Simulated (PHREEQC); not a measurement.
Dissolve 0.096 mol/kgw LiBr at 20 °C. Closed to the air; pH follows from the charge balance.

Equilibrium calculation in PHREEQC: ion-association model, phreeqc.dat.

- ionic strength = 0.0960 mol/kgw
- specific conductance = 8150 µS/cm
- density = 1.004 g/cm³

```json
[
 {"species": "Br-", "molality": "0.0960", "activity": "0.0728", "log γ": "-0.120"},
 {"species": "Li+", "molality": "0.0960", "activity": "0.0767", "log γ": "-0.097"},
 {"species": "OH-", "molality": "1.04e-7", "activity": "7.95e-8", "log γ": "-0.116"},
 {"species": "H+", "molality": "1.04e-7", "activity": "8.59e-8", "log γ": "-0.082"}
]
```

No solid was allowed to form.
